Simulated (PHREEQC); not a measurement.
A solution holds 0.012 mol Cu(NO3)2, 0.015 mol HCl and 0.064 mol H2SO4 per kg of water, at 25 °C. Closed to the air; pH follows from the charge balance.

All values are PHREEQC results (ion-association model, wateq4f.dat), not measurements.

This is a speciation only: nothing precipitates in the calculation.

Q: Order these Cu species by the share of Cu that they hold, largest first: CuCl+, Cu+2, CuSO4.

A: Cu+2 (74 %), CuSO4 (25 %), CuCl+ (1.1 %)

Q: Order these S species by the share of S that they hold, largest first: CuSO4, SO4-2, HSO4-.

A: HSO4- (73 %), SO4-2 (22 %), CuSO4 (4.7 %)

The pH is 1.11 and the ionic strength 0.137 mol/kgw. Species that the database lacks are ignored.
